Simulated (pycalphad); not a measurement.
Source of the numbers: pycalphad with the COST 507 light-alloy database (1999); pressure 1 atm. These are 1990s assessments: newer ones move some temperatures and phases.

Q: How does the equilibrium phase assembly of Si-93.2Al (at.%) change on cooling from 2077 °C to 237 °C?

A: 
```json
[
 {"T (°C)": "616.1", "phases above": "liquid", "phases below": "fcc + liquid"},
 {"T (°C)": "577.0", "phases above": "fcc + liquid", "phases below": "diamond (Si) + fcc"}
]
```
Changes were sought between steps of 40 K, so a narrower field can be missed.
